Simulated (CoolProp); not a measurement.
1000 sccm (0 °C, 1 atm) of nitrogen bubbles through liquid toluene at 327.5 K and leaves saturated at a total pressure of 0.148 MPa (ideal gas phase). Each further row changes one setting.

Values from CoolProp's reference Helmholtz-energy equation of state, Lemmon 2006. It is a short technical equation, of lower accuracy than the large ones.

| case | vapour pressure (kPa) | mole fraction of vapour | delivery (mg/min) | delivery (sccm) | change of delivery for a bath 1 K warmer (%) |
|---|---|---|---|---|---|
| as stated | 14.8 | 0.0997 | 455 | 111 | 4.7 |
| bath temperature 332.5 K | 18.1 | 0.122 | 572 | 139 | 4.6 |
| total pressure 0.296 MPa | 14.8 | 0.0498 | 216 | 52.4 | 4.4 |
